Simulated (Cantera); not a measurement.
# Equilibrium for titanium nitride, carbide and oxide coatings: Ti(OiPr)₄ + N₂ + H₂

Charge: 1 mol Ti(OiPr)₄, 1.6 mol N₂, 490 mol H₂, at 0.428 Torr.

These are equilibrium values from Cantera (NASA tables, ideal gas, pure condensed phases), not measurements of a reactor. Candidate condensed phases: C, C₆H₆, C₇H₈, C₈H₁₈, H₂O, Ti, TiC, TiN, TiO, TiO₂, Ti₂O₃, Ti₃O₅, Ti₄O₇; 139 gas species. The feed counts by its element totals alone. TiC: taken at fixed stoichiometry. Kinetics and transport are ignored.

```
T (K)   x H₂       x H     x CO     x N₂  n C(graphite)  n TiC(s)
-----  -----  --------  -------  -------  -------------  --------
1473   0.988  0.000527  0.00785  0.00311           6.97      1.00
1523   0.988  0.000962  0.00785  0.00310           6.95      1.00
1573   0.987   0.00169  0.00784  0.00309           6.93      1.00
1623   0.986   0.00287  0.00784  0.00307           6.90      1.00
1673   0.984   0.00473  0.00783  0.00304           6.85      1.00
1723   0.981   0.00757  0.00782  0.00301           6.79     1.000
1773   0.977    0.0118  0.00780  0.00297           6.71     1.000
1823   0.971    0.0179  0.00778  0.00292           6.59     1.000
1873   0.962    0.0265  0.00775  0.00286           6.44     1.000
1923   0.950    0.0385  0.00770  0.00279           6.25     1.000
1973   0.934    0.0546  0.00763  0.00270           6.00     1.000
2023   0.912    0.0760  0.00755  0.00260           5.69     0.999
2073   0.884     0.104  0.00744  0.00249           5.31     0.997
2123   0.849     0.138  0.00731  0.00236           4.84     0.993
```
x: gas mole fraction; n: condensed amount in mol.

From 1473 K to 2123 K the condensed part is C(graphite) + TiC(s).
